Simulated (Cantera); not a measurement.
A freely propagating, adiabatic, planar premixed flame of CH4 : H2 : O2 : N2 : H2O = 1 : 0.53 : 1.74 : 6.55 : 1.1 (molar parts), equivalence ratio 1.3, unburnt at 498 K and 1.01 bar; mixture-averaged transport, grid criteria slope 0.08 and curve 0.16, no radiation.

Model: GRI-Mech 3.0 (53 species, 325 reactions), integrated in Cantera. Burning velocities carry a grid error of a few per cent, more on coarse grids.

Question: Predict: laminar burning velocity; thermal thickness; peak x(C2H); peak x(HCO).

Answer: 
```
Quantity                     Result
------------------------  ---------
laminar burning velocity  58.3 cm/s
thermal thickness          0.513 mm
peak x(C2H)                 5.65e-7
peak x(HCO)                 2.09e-5
```
